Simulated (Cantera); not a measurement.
A Cantera script and what it prints.

```python
import numpy as np
import cantera as ct

gas_names = """
    C CN CO CO2 C2 CCN CNC C2N2 C2O C3 C3O2 C4 C4N2 C5 Fe FeC5O5 FeO N NCO NO NO2 NO3 N2 N2O O O2 O3
""".split()
cond_names = """
    C(gr) Fe(a) Fe(c) Fe(d) Fe(L) FeC5O5(L) FeO(s) FeO(L) Fe2O3(s) Fe3O4(s)
""".split()


# ... load() reads the species with a 1 bar reference pressure and builds the phases ...
atoms = {
    'Fe': {'Fe': 1},
    'CO': {'C': 1, 'O': 1},
    'N2': {'N': 2},
}
top_T = {'C(gr)': 4500, 'Fe2O3(s)': 1830, 'Fe3O4(s)': 1870}  # K; cautious upper limits of use, not melting points


# ... equilibrate(T, P, feed) seeds the gas with the atoms and calls Mixture.equilibrate('TP', solver="vcs", rtol=1e-11, max_steps=5000) ...
results = []
feed = {'Fe': 1, 'CO': 0.78, 'N2': 5.8}  # mol
for P in [10, 35, 120, 440, 1600, 5500, 19000, 68000, 240000, 850000, 3000000]:
    for T in [923, 1023, 1123, 1223, 1323, 1423, 1523, 1623, 1723, 1823, 1923]:
        mix = equilibrate(T, P, feed)
        results.append((T, P, feed, dict(zip(mix.species_names, mix.species_moles))))

for T, P, feed, n in results:
    print(f"{T:7g} {P:10.4g}  " + (" + ".join(c for c in cond_names if n.get(c, 0) > 1e-12) or "gas only"))
```

Output:

```
    923         10  C(gr) + Fe(a)
   1023         10  C(gr) + Fe(a)
   1123         10  C(gr) + Fe(a)
   1223         10  C(gr) + Fe(c)
   1323         10  C(gr) + Fe(c)
   1423         10  Fe(c)
   1523         10  Fe(c)
   1623         10  Fe(c)
   1723         10  Fe(d)
   1823         10  gas only
   1923         10  gas only
    923         35  C(gr) + Fe(a)
   1023         35  C(gr) + Fe(a)
   1123         35  C(gr) + Fe(a)
   1223         35  C(gr) + Fe(c)
   1323         35  C(gr) + Fe(c)
   1423         35  C(gr) + Fe(c)
   1523         35  Fe(c)
   1623         35  Fe(c)
   1723         35  Fe(d)
   1823         35  Fe(L)
   1923         35  gas only
    923        120  C(gr) + Fe(a)
   1023        120  C(gr) + Fe(a)
   1123        120  C(gr) + Fe(a)
   1223        120  C(gr) + Fe(c)
   1323        120  C(gr) + Fe(c)
   1423        120  C(gr) + Fe(c)
   1523        120  Fe(c)
   1623        120  Fe(c)
   1723        120  Fe(d)
   1823        120  Fe(L)
   1923        120  Fe(L)
    923        440  C(gr) + Fe(a)
   1023        440  C(gr) + Fe(a)
   1123        440  C(gr) + Fe(a)
   1223        440  C(gr) + Fe(c)
   1323        440  C(gr) + Fe(c)
   1423        440  C(gr) + Fe(c)
   1523        440  C(gr) + Fe(c)
   1623        440  Fe(c)
   1723        440  Fe(d)
   1823        440  Fe(L)
   1923        440  Fe(L)
    923       1600  C(gr) + Fe(a)
   1023       1600  C(gr) + Fe(a)
   1123       1600  C(gr) + Fe(a)
   1223       1600  C(gr) + Fe(c)
   1323       1600  C(gr) + Fe(c)
   1423       1600  C(gr) + Fe(c)
   1523       1600  C(gr) + Fe(c)
   1623       1600  C(gr) + Fe(c)
   1723       1600  Fe(d)
   1823       1600  Fe(L)
   1923       1600  Fe(L)
    923       5500  C(gr) + Fe(a)
   1023       5500  C(gr) + Fe(a)
   1123       5500  C(gr) + Fe(a)
   1223       5500  C(gr) + Fe(c)
   1323       5500  C(gr) + Fe(c)
   1423       5500  C(gr) + Fe(c)
   1523       5500  C(gr) + Fe(c)
   1623       5500  C(gr) + Fe(c)
   1723       5500  Fe(d)
   1823       5500  Fe(L)
   1923       5500  Fe(L)
    923    1.9e+04  C(gr) + Fe(a)
   1023    1.9e+04  C(gr) + Fe(a)
   1123    1.9e+04  C(gr) + Fe(a)
   1223    1.9e+04  C(gr) + Fe(c)
   1323    1.9e+04  C(gr) + Fe(c)
   1423    1.9e+04  C(gr) + Fe(c)
   1523    1.9e+04  C(gr) + Fe(c)
   1623    1.9e+04  C(gr) + Fe(c)
   1723    1.9e+04  C(gr) + Fe(d)
   1823    1.9e+04  Fe(L)
   1923    1.9e+04  Fe(L)
    923    6.8e+04  C(gr) + Fe(a)
   1023    6.8e+04  C(gr) + Fe(a)
   1123    6.8e+04  C(gr) + Fe(a)
   1223    6.8e+04  C(gr) + Fe(c)
   1323    6.8e+04  C(gr) + Fe(c)
   1423    6.8e+04  C(gr) + Fe(c)
   1523    6.8e+04  C(gr) + Fe(c)
   1623    6.8e+04  C(gr) + Fe(c)
   1723    6.8e+04  C(gr) + Fe(d)
   1823    6.8e+04  C(gr) + Fe(L)
   1923    6.8e+04  Fe(L)
    923    2.4e+05  C(gr) + Fe(a) + FeO(s)
   1023    2.4e+05  C(gr) + Fe(a)
   1123    2.4e+05  C(gr) + Fe(a)
   1223    2.4e+05  C(gr) + Fe(c)
   1323    2.4e+05  C(gr) + Fe(c)
   1423    2.4e+05  C(gr) + Fe(c)
   1523    2.4e+05  C(gr) + Fe(c)
   1623    2.4e+05  C(gr) + Fe(c)
   1723    2.4e+05  C(gr) + Fe(d)
   1823    2.4e+05  C(gr) + Fe(L)
   1923    2.4e+05  Fe(L)
    923    8.5e+05  C(gr) + Fe(a) + FeO(s)
   1023    8.5e+05  C(gr) + Fe(a)
   1123    8.5e+05  C(gr) + Fe(a)
   1223    8.5e+05  C(gr) + Fe(c)
   1323    8.5e+05  C(gr) + Fe(c)
   1423    8.5e+05  C(gr) + Fe(c)
   1523    8.5e+05  C(gr) + Fe(c)
   1623    8.5e+05  C(gr) + Fe(c)
   1723    8.5e+05  C(gr) + Fe(d)
   1823    8.5e+05  C(gr) + Fe(L)
   1923    8.5e+05  C(gr) + Fe(L)
    923      3e+06  C(gr) + Fe(a) + FeO(s)
   1023      3e+06  C(gr) + Fe(a) + FeO(s)
   1123      3e+06  C(gr) + Fe(a)
   1223      3e+06  C(gr) + Fe(c)
   1323      3e+06  C(gr) + Fe(c)
   1423      3e+06  C(gr) + Fe(c)
   1523      3e+06  C(gr) + Fe(c)
   1623      3e+06  C(gr) + Fe(c)
   1723      3e+06  C(gr) + Fe(d)
   1823      3e+06  C(gr) + Fe(L)
   1923      3e+06  C(gr) + Fe(L)
```

These are equilibrium values from Cantera (NASA tables, ideal gas, pure condensed phases), not measurements of a reactor. Iron dissolves carbon and melts from about 1420 K in contact with it, which pure phases cannot show. Mutual solubility and eutectic melting of coexisting phases are not modelled. The tables' stoichiometric FeO is somewhat more stable than real wüstite, so its field is too wide. FeO: taken at fixed stoichiometry. Condensed phases not in the tables: cementite and carbon dissolved in iron.
